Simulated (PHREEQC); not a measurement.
0.032 g of hydrous ferric oxide (600 m²/g; 0.2 weak and 0.005 strong sites per Fe, Dzombak-Morel constants, diffuse double layer) in 1 kg of water with 0.1 mol/kgw of an inert sodium salt, at 25 °C; the pH is set by adding NaOH or the inert anion's acid. Oxygen alone is held at its pressure in air (log pO2 = -0.68). CO2 from the air is kept out. Precipitation was switched off in this run.

Base run: PHREEQC, ion-association model, wateq4f.dat. Each further column changes one thing. The table gives surface charge σ (C/m²).

```csv
pH,base,background salt from 0.1 to 0.01 mol/kgw,oxide from 0.032 to 0.16 g/kgw,2.1e-05 mol/kgw NiCl2 added
3,0.363,0.324,0.363,0.363
4,0.321,(withheld),0.321,0.321
5,0.215,0.113,0.215,0.215
6,0.111,0.049,0.111,0.112
7,0.045,(withheld),0.045,(withheld)
8,0.004,0.001,0.004,0.019
9,-0.034,-0.013,-0.034,(withheld)
10,-0.094,(withheld),-0.094,-0.047
11,-0.190,-0.099,-0.190,(withheld)
```

Fill in the missing entries.


- 4, background salt from 0.1 to 0.01 mol/kgw: 0.216
- 7, background salt from 0.1 to 0.01 mol/kgw: 0.017
- 7, 2.1e-05 mol/kgw NiCl2 added: 0.048
- 9, 2.1e-05 mol/kgw NiCl2 added: -0.008
- 10, background salt from 0.1 to 0.01 mol/kgw: -0.040
- 11, 2.1e-05 mol/kgw NiCl2 added: -0.104

The oxide is taken as insoluble; below pH 4 it would dissolve. In at least one series the solution becomes supersaturated in solids that the run did not let form, among them Ni(OH)2.
